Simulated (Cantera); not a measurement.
A closed system holds: 1 mol HMDSO, 0.22 mol H2O, 11 mol N2, equilibrated at 0.160 bar.

Cantera equilibrium calculation (NASA polynomials, part measured and part estimated; ideal gas, pure solids and liquids). Candidate condensed phases: C, C6H6, C7H8, C8H18, H2O, Si, SiC, SiO2, Si2N2O, Si3N4; 151 gas species. The feed counts by its element totals alone. N2 is the only nitrogen source here; it is nearly inert below about 1500 K, so the nitride shown seldom forms there in practice. Kinetics and transport are ignored. All values below are at 1175 °C.

Base state: N2 0.514, H2 0.474, CO 0.0113, HCN 0.000357, CH4 0.000120, H 1.59e-5 (mole fractions); condensed: C(graphite) + Si2N2O(s).

Question: What changes in the equilibrium state with this change: HMDSO replaced by SiH2Cl2?

Answer: 
```csv
species,before,after
N2,0.514,0.833
HCl,0,0.117
H2,0.474,0.0381
CO,0.0113,0
SiCl4,0,0.00715
SiCl2,0,0.00273
SiCl3,0,0.00230
"C(graphite), mol",5.77,0
"Si2N2O(s), mol",1.000,0.220
"Si3N4(s), mol",0,0.135
```
Mutual solubility and eutectic melting of coexisting phases are not modelled. The tables' values for SiCl3 are old estimates; treat these amounts as uncertain. Further candidate phases: NH4Cl.
